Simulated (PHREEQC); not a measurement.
Ca(OH)2 is added in steps, without added water, to 1 kg of water holding 0.0012 mol H2SO4 and 0.00058 mol CuCl2, at 25 °C. O2 is buffered at 0.21 atm. CO2 from the air is kept out. The run lets Gypsum, Portlandite, Cu(OH)2, Brochantite, Antlerite, Atacamite, Chalcanthite precipitate or redissolve, and no other solid.

Base run: PHREEQC, ion-association model, wateq4f.dat. Each further column changes one thing. The table gives pH.

```json
[
 {"Ca(OH)2 added (mol)": "0", "base": "2.68", "CuCl2 replaced by CaCl2 at the same molality": "2.68", "H2SO4 from 0.0012 to 0.00012 mol/kgw": "___", "temperature from 25 to 70 °C": "2.72", "no solid may form": "2.68"},
 {"Ca(OH)2 added (mol)": "0.00036", "base": "2.84", "CuCl2 replaced by CaCl2 at the same molality": "2.84", "H2SO4 from 0.0012 to 0.00012 mol/kgw": "5.76", "temperature from 25 to 70 °C": "2.88", "no solid may form": "2.84"},
 {"Ca(OH)2 added (mol)": "0.00054", "base": "2.94", "CuCl2 replaced by CaCl2 at the same molality": "2.94", "H2SO4 from 0.0012 to 0.00012 mol/kgw": "6.60", "temperature from 25 to 70 °C": "2.99", "no solid may form": "2.94"},
 {"Ca(OH)2 added (mol)": "0.0009", "base": "3.28", "CuCl2 replaced by CaCl2 at the same molality": "3.28", "H2SO4 from 0.0012 to 0.00012 mol/kgw": "10.57", "temperature from 25 to 70 °C": "3.34", "no solid may form": "3.28"},
 {"Ca(OH)2 added (mol)": "0.00108", "base": "3.68", "CuCl2 replaced by CaCl2 at the same molality": "3.68", "H2SO4 from 0.0012 to 0.00012 mol/kgw": "10.85", "temperature from 25 to 70 °C": "3.74", "no solid may form": "3.68"},
 {"Ca(OH)2 added (mol)": "0.00144", "base": "5.59", "CuCl2 replaced by CaCl2 at the same molality": "10.63", "H2SO4 from 0.0012 to 0.00012 mol/kgw": "___", "temperature from 25 to 70 °C": "5.39", "no solid may form": "___"},
 {"Ca(OH)2 added (mol)": "0.00162", "base": "6.33", "CuCl2 replaced by CaCl2 at the same molality": "10.88", "H2SO4 from 0.0012 to 0.00012 mol/kgw": "11.22", "temperature from 25 to 70 °C": "5.76", "no solid may form": "7.22"},
 {"Ca(OH)2 added (mol)": "0.00198", "base": "10.56", "CuCl2 replaced by CaCl2 at the same molality": "11.14", "H2SO4 from 0.0012 to 0.00012 mol/kgw": "11.36", "temperature from 25 to 70 °C": "9.37", "no solid may form": "10.55"},
 {"Ca(OH)2 added (mol)": "0.00216", "base": "10.83", "CuCl2 replaced by CaCl2 at the same molality": "11.23", "H2SO4 from 0.0012 to 0.00012 mol/kgw": "11.42", "temperature from 25 to 70 °C": "9.65", "no solid may form": "10.83"},
 {"Ca(OH)2 added (mol)": "0.00252", "base": "11.12", "CuCl2 replaced by CaCl2 at the same molality": "11.36", "H2SO4 from 0.0012 to 0.00012 mol/kgw": "11.51", "temperature from 25 to 70 °C": "9.94", "no solid may form": "11.12"},
 {"Ca(OH)2 added (mol)": "0.0027", "base": "11.21", "CuCl2 replaced by CaCl2 at the same molality": "11.42", "H2SO4 from 0.0012 to 0.00012 mol/kgw": "11.55", "temperature from 25 to 70 °C": "10.03", "no solid may form": "11.21"},
 {"Ca(OH)2 added (mol)": "0.00306", "base": "11.35", "CuCl2 replaced by CaCl2 at the same molality": "11.51", "H2SO4 from 0.0012 to 0.00012 mol/kgw": "11.62", "temperature from 25 to 70 °C": "10.17", "no solid may form": "11.35"},
 {"Ca(OH)2 added (mol)": "0.00324", "base": "11.41", "CuCl2 replaced by CaCl2 at the same molality": "11.55", "H2SO4 from 0.0012 to 0.00012 mol/kgw": "11.65", "temperature from 25 to 70 °C": "10.23", "no solid may form": "11.40"},
 {"Ca(OH)2 added (mol)": "0.0036", "base": "11.50", "CuCl2 replaced by CaCl2 at the same molality": "11.61", "H2SO4 from 0.0012 to 0.00012 mol/kgw": "11.70", "temperature from 25 to 70 °C": "10.32", "no solid may form": "11.50"}
]
```

Q: Fill in the missing entries.

A: 
- 0, H2SO4 from 0.0012 to 0.00012 mol/kgw: 3.64
- 0.00144, H2SO4 from 0.0012 to 0.00012 mol/kgw: 11.13
- 0.00144, no solid may form: 6.82

The database's constant for dissolved Cu(OH)2 is higher than later reviews accept.  At this temperature some constants are extrapolated from 25 °C, and those without enthalpy data are left unchanged. In at least one series the solution becomes supersaturated in solids that the run did not let form, among them Cu(OH)2, Brochantite, Antlerite, Atacamite. Solids allowed in the column 'CuCl2 replaced by CaCl2 at the same molality': Gypsum, Portlandite.
